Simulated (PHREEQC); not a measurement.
0.18 g of hydrous ferric oxide (600 m²/g; 0.2 weak and 0.005 strong sites per Fe, Dzombak-Morel constants, diffuse double layer) in 1 kg of water with 0.1 mol/kgw of an inert sodium salt and 2.5e-05 mol Na2HAsO4, at 25 °C; the pH is set by adding NaOH or the inert anion's acid. Oxygen is held at 0.21 atm. The system is closed to CO2. No solid was allowed to form.

All values are PHREEQC results (ion-association model, wateq4f.dat), not measurements.

### Question
Predict surface charge σ (C/m²), surface potential ψ (mV) at pH = 4, 6, 10.5.

### Answer
| pH | surface charge σ (C/m²) | surface potential ψ (mV) |
|---|---|---|
| 4 | 0.291 | 142 |
| 6 | 0.093 | 84 |
| 10.5 | -0.147 | -107 |

Species that the database lacks are ignored.
